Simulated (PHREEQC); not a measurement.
## Nickel, zinc or cadmium bath (model solution)

Make-up at 25 °C and 100 atm: 0.31 mol/kgw CdSO4, 0.048 mol/kgw Na2SO4 and 0.00025 mol/kgw MnSO4. Closed to the air; pH follows from the charge balance.

The numbers come from PHREEQC with the ion-association model, phreeqc.dat.

This is a speciation only: nothing precipitates in the calculation.

Problem. Estimate the pH.

Solution. pH 5.68.

Problem. In which forms is Na present?

Solution. Na+ 94 %, NaSO4- 6.1 % of the Na.

Complexes and solids missing from the database can't appear. Under pressure, the constants of complexes without a molar volume in the database are unreliable.
